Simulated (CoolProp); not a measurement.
A single-stage vapour-compression cycle with isobutene: evaporating at 227.15 K (dew point), condensing at 271.15 K (bubble point), superheat 0 K, subcooling 0 K, compressor efficiency 0.8, no pressure losses. Each further row changes one setting.

The numbers come from the reference Helmholtz-energy equation of state, Lemmon 2005 in CoolProp. It is a short technical equation, of lower accuracy than the large ones.

```json
[
 {"case": "as stated", "cooling COP": "3.55", "pressure ratio": "7.58", "discharge temperature (K)": "294.7", "refrigerating effect (kJ/kg)": "331", "volumetric capacity (kJ/m³)": "161"},
 {"case": "evaporating temperature 232.15 K", "cooling COP": "4.17", "pressure ratio": "5.76", "discharge temperature (K)": "___", "refrigerating effect (kJ/kg)": "337", "volumetric capacity (kJ/m³)": "212"},
 {"case": "condensing temperature 266.15 K", "cooling COP": "___", "pressure ratio": "___", "discharge temperature (K)": "288.2", "refrigerating effect (kJ/kg)": "342", "volumetric capacity (kJ/m³)": "167"},
 {"case": "subcooling 5 K", "cooling COP": "3.67", "pressure ratio": "7.58", "discharge temperature (K)": "294.7", "refrigerating effect (kJ/kg)": "342", "volumetric capacity (kJ/m³)": "167"},
 {"case": "superheat 10 K", "cooling COP": "3.54", "pressure ratio": "7.58", "discharge temperature (K)": "305.4", "refrigerating effect (kJ/kg)": "345", "volumetric capacity (kJ/m³)": "160"},
 {"case": "compressor efficiency 0.7", "cooling COP": "___", "pressure ratio": "7.58", "discharge temperature (K)": "302.8", "refrigerating effect (kJ/kg)": "331", "volumetric capacity (kJ/m³)": "161"}
]
```

Problem. Complete the blanks.

Solution. 
- evaporating temperature 232.15 K, discharge temperature (K): 290.9
- condensing temperature 266.15 K, cooling COP: 4.09
- condensing temperature 266.15 K, pressure ratio: 6.26
- compressor efficiency 0.7, cooling COP: 3.11
